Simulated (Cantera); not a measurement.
A perfectly stirred reactor is fed with C₂H₄ : H₂ = 1 : 23 (molar parts), at 0.218 Torr; it is held at 1900 K, and followed from long to short residence time.

Computed with Cantera and GRI-Mech 3.0 (53 species, 325 reactions). GRI-Mech 3.0 was tuned for natural gas; its chemistry of ethylene as a main component is partial and can be far from experiment. GRI-Mech 3.0 stops at C3 and has no aromatics, soot or wall deposition, so with more carbon than oxygen in the feed, carbon stays in small species such as C2H2 where larger ones or solid carbon would form. Radical loss at walls, strong at low pressure, is not modelled.

Task: What does this change do: temperature 1900 to 1525 K?

Result: 
```tsv
quantity	before	after
x(C₂H₄) at τ = 0.380 s	0.0110	0.0402
x(H₂) at τ = 0.380 s	0.959	0.958
x(CH₂) at τ = 0.380 s	6.12e-9	5.81e-12
x(C₂H₂) at τ = 0.380 s	0.0295	0.00142
x(CH₃) at τ = 0.380 s	1.71e-8	1.27e-10
x(C₂H₄) at τ = 28.0 ms	0.0353	0.0416
x(H₂) at τ = 28.0 ms	0.959	0.958
x(CH₂) at τ = 28.0 ms	3.03e-9	<1e-12
x(C₂H₂) at τ = 28.0 ms	0.00612	0.000107
x(CH₃) at τ = 28.0 ms	8.05e-9	2.14e-11
```

Task: What does this change do: pressure from 0.218 Torr to 51.0 Torr?

Result: 
| quantity | before | after |
|---|---|---|
| x(C₂H₄) at τ = 0.380 s | 0.0110 | 5.54e-5 |
| x(H₂) at τ = 0.380 s | 0.959 | 0.958 |
| x(CH₂) at τ = 0.380 s | 6.12e-9 | 2.13e-8 |
| x(C₂H₂) at τ = 0.380 s | 0.0295 | 0.0398 |
| x(CH₃) at τ = 0.380 s | 1.71e-8 | 6.86e-6 |
| x(C₂H₄) at τ = 28.0 ms | 0.0353 | 0.000971 |
| x(H₂) at τ = 28.0 ms | 0.959 | 0.959 |
| x(CH₂) at τ = 28.0 ms | 3.03e-9 | 2.75e-9 |
| x(C₂H₂) at τ = 28.0 ms | 0.00612 | 0.0390 |
| x(CH₃) at τ = 28.0 ms | 8.05e-9 | 4.56e-7 |
